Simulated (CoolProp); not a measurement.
Saturation properties of R1224YDZ (Tc = 428.7 K, pc = 3334 kPa, ω = 0.325).

The numbers come from the reference Helmholtz-energy equation of state, Akasaka 2023 in CoolProp.

| T (K) | p (kPa) | enthalpy of vaporisation (kJ/kg) | liquid cp (kJ/(kg K)) | vapour Z |
|---|---|---|---|---|
| 275 | 59.64 | 175.6 | 1.106 | 0.9648 |
| 284.8 | 89.40 | 171.0 | 1.123 | 0.9546 |
| 294.5 | 129.3 | 166.3 | 1.142 | 0.9426 |
| 304.3 | 182.5 | 161.4 | 1.162 | 0.9284 |
| 314 | 250.4 | 156.4 | 1.184 | 0.9121 |
| 323.8 | 337.0 | 151.0 | 1.208 | 0.8932 |
| 333.6 | 444.7 | 145.3 | 1.235 | 0.8716 |
| 343.3 | 575.0 | 139.3 | 1.264 | 0.8473 |
| 353.1 | 733.8 | 132.8 | 1.297 | 0.8196 |
| 362.9 | 923.3 | 125.7 | 1.336 | 0.7882 |
| 372.6 | 1145 | 118.0 | 1.382 | 0.7531 |
| 382.4 | 1407 | 109.3 | 1.440 | 0.7127 |
| 392.2 | 1711 | 99.38 | 1.519 | 0.6662 |
| 401.9 | 2061 | 87.82 | 1.637 | 0.6122 |

It boils at 288.0 K under 1 atm.
